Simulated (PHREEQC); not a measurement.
A PHREEQC speciation (ion-association model, phreeqc.dat) at 85 °C gives pH 1.80 and these molalities:

```csv
species,mol/kgw
HSO4-,0.0657
Zn+2,0.0525
ZnSO4,0.0284
SO4-2,0.0260
H+,0.0203
Zn(SO4)2-2,0.00407
FeSO4+,0.000323
FeHSO4+2,5.76e-5
Fe(SO4)2-,5.52e-5
FeOH+2,3.24e-5
Fe+3,1.05e-5
Fe(OH)2+,1.60e-6
ZnOH+,5.71e-8
Fe2(OH)2+4,4.86e-8
```

Question: What are the element totals, and what could have been dissolved in 1 kg of water to give them?

Answer: Several could match; the one computed here: totals Fe(3) 0.000480, S(6) 0.129, Zn 0.0850 mol/kgw, from 0.043 mol/kgw H2SO4, 0.085 mol/kgw ZnSO4 and 0.00024 mol/kgw Fe2(SO4)3.

No solid was allowed to form. The solution is supersaturated, for example in Hematite (slow to form), Goethite (slow to form), so a real one may precipitate; this is no full list. Away from 25 °C the constants follow the database's enthalpies or fits; those with neither stay at their 25 °C values.
